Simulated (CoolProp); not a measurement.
Vapour-liquid equilibrium of n-butane (1) + n-decane (2) at 0.0866 MPa; x and y are mole fractions of (1).

The numbers come from the multi-fluid Helmholtz-energy mixture model, Bücker 2006 and Lemmon 2006; pair parameters Kunz 2012 in CoolProp.

```
x     bubble temperature (°C)  y at the bubble point  dew temperature at overall composition x (°C)  liquid density (mol/L)
----  -----------------------  ---------------------  ---------------------------------------------  ----------------------
0.05                    105.4                  0.864                                            [?]                     [?]
0.15                     52.7                    [?]                                          161.8                   5.368
0.25                     33.2                  0.997                                          157.2                   5.801
0.35                      [?]                  0.999                                          152.1                   6.221
0.45                     15.3                  0.999                                          146.4                   6.661
0.55                     10.1                  1.000                                            [?]                   7.139
0.65                      [?]                  1.000                                          131.9                   7.676
0.75                      2.6                  1.000                                          122.0                     [?]
0.85                     -0.4                  1.000                                          108.0                   9.018
0.95                     -3.2                  1.000                                           81.8                     [?]
```

Problem. What belongs in the gaps?

Solution. 
- 0.05, dew temperature at overall composition x (°C): 166.0
- 0.05, liquid density (mol/L): 4.780
- 0.15, y at the bubble point: 0.989
- 0.35, bubble temperature (°C): 22.4
- 0.55, dew temperature at overall composition x (°C): 139.8
- 0.65, bubble temperature (°C): 6.1
- 0.75, liquid density (mol/L): 8.292
- 0.95, liquid density (mol/L): 9.900

No azeotrope shows between x = 0.05 and 0.95.

The pair parameters rest on a limited set of measurements; away from them the model extrapolates. The gap from Raoult's law changes sign with composition, which may be real or a fault of the pair parameters; it wasn't checked against measurements.
